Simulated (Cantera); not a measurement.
# N2O furnace oxynitridation

An isothermal, constant-pressure homogeneous reactor starts with N2O : H2O = 1 : 0.015 (molar parts), at 1175 K and 0.150 bar.

Cantera simulation using GRI-Mech 3.0 (53 species, 325 reactions); the numbers are that mechanism's predictions, not measurements. GRI-Mech 3.0 was tuned for natural gas; its chemistry of N2O as a main component is partial and can be far from experiment. The mechanism lacks the step 2 NO + O2 → 2 NO2, which can matter for NO2 below about 1400 K. The temperature is held fixed by assumption; the heat of reaction is taken as removed at once.

| t (s) | x N2O | x H2O | x H2 | x H | x NO | x NO2 | x N2 |
|---|---|---|---|---|---|---|---|
| 6.00e-6 | 0.985 | 0.0148 | <1e-12 | <1e-12 | 2.24e-9 | <1e-12 | 1.90e-7 |
| 1.66e-5 | 0.985 | 0.0148 | <1e-12 | <1e-12 | 1.58e-8 | <1e-12 | 5.70e-7 |
| 4.58e-5 | 0.985 | 0.0148 | <1e-12 | <1e-12 | 9.83e-8 | <1e-12 | 1.84e-6 |
| 0.000126 | 0.985 | 0.0148 | <1e-12 | 7.48e-12 | 4.79e-7 | <1e-12 | 6.06e-6 |
| 0.000349 | 0.985 | 0.0148 | 3.23e-12 | 2.92e-11 | 1.71e-6 | 1.15e-11 | 1.86e-5 |
| 0.000964 | 0.985 | 0.0148 | 5.23e-11 | 8.46e-11 | 5.16e-6 | 5.71e-10 | 5.35e-5 |
| 0.00266 | 0.985 | 0.0148 | 6.10e-10 | 2.13e-10 | 1.46e-5 | 2.81e-8 | 0.000150 |
| 0.00735 | 0.985 | 0.0148 | 4.07e-9 | 4.46e-10 | 4.00e-5 | 8.65e-7 | 0.000419 |
| 0.0203 | 0.983 | 0.0148 | 1.48e-8 | 6.61e-10 | 0.000103 | 9.89e-6 | 0.00117 |
| 0.0560 | 0.980 | 0.0147 | 2.75e-8 | 7.42e-10 | 0.000262 | 4.83e-5 | 0.00323 |
| 0.155 | 0.971 | 0.0147 | 2.31e-8 | 7.71e-10 | 0.000690 | 0.000149 | 0.00890 |
| 0.427 | 0.948 | 0.0146 | 1.28e-8 | 7.66e-10 | 0.00193 | 0.000290 | 0.0241 |
| 1.18 | 0.887 | 0.0143 | 9.67e-9 | 7.97e-10 | 0.00530 | 0.000374 | 0.0633 |
| 3.26 | 0.744 | 0.0136 | 8.96e-9 | 8.70e-10 | 0.0133 | 0.000366 | 0.155 |
| 9.00 | 0.478 | 0.0123 | 9.44e-9 | 1.00e-9 | 0.0278 | 0.000276 | 0.326 |
x: mole fraction; the columns are a selection and need not sum to one.

Equilibrium at this temperature and pressure: N2O 4.68e-9, H2O 0.00990, H2 3.35e-10, H 5.83e-12, NO 0.000186, NO2 1.72e-6, N2 0.660 (gas phase only).
